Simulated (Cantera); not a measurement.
Charge: 1 mol Fe3O4, 6.3 mol CO, 0.27 mol N2, equilibrated at 0.0975 Torr.

Cantera equilibrium calculation (NASA polynomials, part measured and part estimated; ideal gas, pure solids and liquids). Candidate condensed phases: C, Fe, Fe(CO)5, FeO, Fe2O3, Fe3O4; 27 gas species. Equilibrium is a limit: real reactors are often held back by kinetics, nucleation or transport. All values below are at 2373 K.

Base state: CO 0.458, Fe 0.241, O 0.151, CO2 0.0661, O2 0.0527, N2 0.0217, FeO 0.00856, NO 0.00151 (mole fractions); condensed: gas only.

### Question
What changes in the equilibrium state with this change: CO from 6.3 to 0.55 mol?

### Answer
| species | before | after |
|---|---|---|
| Fe | 0.241 | 0.434 |
| O | 0.151 | 0.258 |
| O2 | 0.0527 | 0.154 |
| CO | 0.458 | 0.0676 |
| CO2 | 0.0661 | 0.0167 |
| FeO | 0.00856 | 0.0264 |
| N2 | 0.0217 | 0.0397 |
| NO | 0.00151 | 0.00349 |
